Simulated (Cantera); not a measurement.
Charge: 1 mol CuO, 0.68 mol C, 0.48 mol N2, equilibrated at 100000 Pa.

Cantera equilibrium calculation (NASA polynomials, part measured and part estimated; ideal gas, pure solids and liquids). Candidate condensed phases: C, Cu, CuO, Cu2O; 27 gas species. Rates play no part.

### Question
What share of the Cu ends up in condensed phases as a function of T (K), at 1173, 1323, 1473, 1623, 1773, 1923, 2073, 2223, 2373, 2523, 2673?

### Answer
```json
[
 {"T (K)": "1173", "Cu condensed (%)": "100.0", "as": "Cu(s)"},
 {"T (K)": "1323", "Cu condensed (%)": "100.0", "as": "Cu(s)"},
 {"T (K)": "1473", "Cu condensed (%)": "100.0", "as": "Cu(l)"},
 {"T (K)": "1623", "Cu condensed (%)": "100.0", "as": "Cu(l)"},
 {"T (K)": "1773", "Cu condensed (%)": "100.0", "as": "Cu(l)"},
 {"T (K)": "1923", "Cu condensed (%)": "99.8", "as": "Cu(l)"},
 {"T (K)": "2073", "Cu condensed (%)": "99.0", "as": "Cu(l)"},
 {"T (K)": "2223", "Cu condensed (%)": "96.7", "as": "Cu(l)"},
 {"T (K)": "2373", "Cu condensed (%)": "89.8", "as": "Cu(l)"},
 {"T (K)": "2523", "Cu condensed (%)": "70.4", "as": "Cu(l)"},
 {"T (K)": "2673", "Cu condensed (%)": "0.4", "as": "Cu(l)"}
]
```
